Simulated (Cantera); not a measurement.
An isothermal, constant-pressure homogeneous reactor starts with CO : O2 : H2O : N2 = 0.0062 : 0.0081 : 0.00011 : 1 (molar parts), at 1448 K and 100000 Pa. Integrator tolerance rtol = 1e-08.

Model: GRI-Mech 3.0 (53 species, 325 reactions), integrated in Cantera.

Question: What does this change do: 0.032 parts CH4 added?

Answer: 
```tsv
quantity	before	after
x(CO) at 7.00 s	2.09e-7 (gas-phase equilibrium 1.93e-7)	0.0110 (gas-phase equilibrium 0.0207)
x(O2) at 7.00 s	0.00494 (gas-phase equilibrium 0.00486)	<1e-12 (gas-phase equilibrium <1e-12)
x(H2O) at 7.00 s	0.000108 (gas-phase equilibrium 0.000108)	0.00776 (gas-phase equilibrium 4.74e-8)
x(OH) at 7.00 s	6.53e-7 (gas-phase equilibrium 6.31e-7)	8.33e-9 (gas-phase equilibrium <1e-12)
x(CO2) at 7.00 s	0.00613 (gas-phase equilibrium 0.00613)	0.00116 (gas-phase equilibrium 8.12e-9)
x(H2O2) at 7.00 s	1.23e-12 (gas-phase equilibrium 1.15e-12)	<1e-12 (gas-phase equilibrium <1e-12)
```
GRI-Mech 3.0 stops at C3 and has no aromatics, soot or wall deposition, so with more carbon than oxygen in the feed, carbon stays in small species such as C2H2 where larger ones or solid carbon would form.
